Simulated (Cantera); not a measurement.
Mixture: CH4 : O2 : N2 : H2O = 1 : 1.05 : 4.21 : 0.93 (molar parts), at 760 Torr, adiabatic and at constant volume. Ignition delay is the time to a rise of 400 K.

Detailed kinetics in Cantera: GRI-Mech 3.0 (53 species, 325 reactions).

What does this change do: 0.15 parts C2H6 added?


| quantity | before | after |
|---|---|---|
| delay at 1300 K | 23.5 ms | 2.31 ms |
| delay at 1400 K | 6.73 ms | 0.930 ms |
| delay at 1500 K | 2.08 ms | 0.376 ms |
| delay at 1600 K | 0.717 ms | 0.162 ms |
| delay at 1700 K | 0.285 ms | 78.5 µs |
| apparent activation energy between 1600 and 1700 K | 210 kJ/mol | 160 kJ/mol |

What does this change do: H2O 0.93 to 0.46 parts?


| quantity | before | after |
|---|---|---|
| delay at 1300 K | 23.5 ms | 19.9 ms |
| delay at 1400 K | 6.73 ms | 5.71 ms |
| delay at 1500 K | 2.08 ms | 1.80 ms |
| delay at 1600 K | 0.717 ms | 0.639 ms |
| delay at 1700 K | 0.285 ms | 0.262 ms |
| apparent activation energy between 1600 and 1700 K | 210 kJ/mol | 200 kJ/mol |
